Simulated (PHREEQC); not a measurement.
A solution holds 3.08 mmol/kgw BaBr2, at 25 °C. Closed to the air; pH follows from the charge balance.

The numbers come from PHREEQC with the ion-association model, phreeqc.dat.

Precipitation was switched off in this run.

**Question.** Estimate the specific conductance.

**Answer.** specific conductance 776 µS/cm.
